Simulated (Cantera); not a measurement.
A freely propagating, adiabatic, planar premixed flame of H₂ : O₂ : N₂ = 1 : 0.192 : 0.723 (molar parts), unburnt at 575 K and 0.360 bar; unity-Lewis-number transport, grid criteria slope 0.08 and curve 0.16, no radiation.

Computed with Cantera and the H2/O2 subset of GRI-Mech 3.0, which has no nitrogen chemistry. Unity Lewis numbers drop preferential diffusion, which matters most where H2 and H carry the flame. Burning velocities carry a grid error of a few per cent, more on coarse grids.

Predict: laminar burning velocity; thermal thickness; peak x(O); peak x(OH); peak x(HO₂).


```json
{
  "laminar_burning_velocity": "424 cm/s",
  "thermal_thickness": "1.57 mm",
  "peak x(O)": "0.00182",
  "peak x(OH)": "0.00219",
  "peak x(HO₂)": "8.75e-5"
}
```
